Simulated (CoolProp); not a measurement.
A single-stage vapour-compression cycle with the fluid: evaporating at 322.15 K (dew point), condensing at 364.15 K (bubble point), superheat 5 K, subcooling 2 K, compressor efficiency 0.7, no pressure losses. The same conditions are run with several fluids, on thermodynamics alone (safety and materials aside).

Values from CoolProp's reference Helmholtz-energy equation of state of each fluid (toluene: Lemmon 2006; ethanol: Schroeder 2014; R236FA: Pan 2012; water: Wagner 2002; R124: de Vries 1995; cyclopropane: Polt 1992). The equations of Platzer and Polt are older, rougher fits.

```csv
fluid,cooling COP,pressure ratio,discharge temperature (K),refrigerating effect (kJ/kg),volumetric capacity (kJ/m³)
toluene,4.83,4.76,379.7,331,133
ethanol,?,5.82,425.6,787,378
R236FA,3.75,2.82,367.1,80.2,2970
water,?,?,581.8,2230,?
R124,3.81,2.63,372.2,?,3820
cyclopropane,4.03,2.36,384.5,?,?
```

Q: Fill in the missing entries.

A: 
- ethanol, cooling COP: 4.86
- water, cooling COP: 4.51
- water, pressure ratio: 6.20
- water, volumetric capacity (kJ/m³): 174
- R124, refrigerating effect (kJ/kg): 84.4
- cyclopropane, refrigerating effect (kJ/kg): 264
- cyclopropane, volumetric capacity (kJ/m³): 6570
